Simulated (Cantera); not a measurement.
Charge: 1 mol V₂O₅, 0.39 mol H₂, equilibrated at 0.140 bar.

Method: chemical equilibrium by Gibbs-energy minimisation in Cantera with the NASA 1993 tables (ideal gas, pure condensed phases). Candidate condensed phases: H₂O, V, VO, V₂O₃, V₂O₄, V₂O₅; 12 gas species. Condensed phases not in the tables: the oxides between V₂O₃ and V₂O₅ other than VO₂. Rates play no part.

At 1575 °C, list the 7 most abundant gas species with their mole fractions, and the condensed phases.

H₂O 0.558, O₂ 0.437, OH 0.00424, VO₂ 0.000510, O 0.000335, H₂ 0.000188, H 1.94e-5. Condensed: V₂O₄(l).
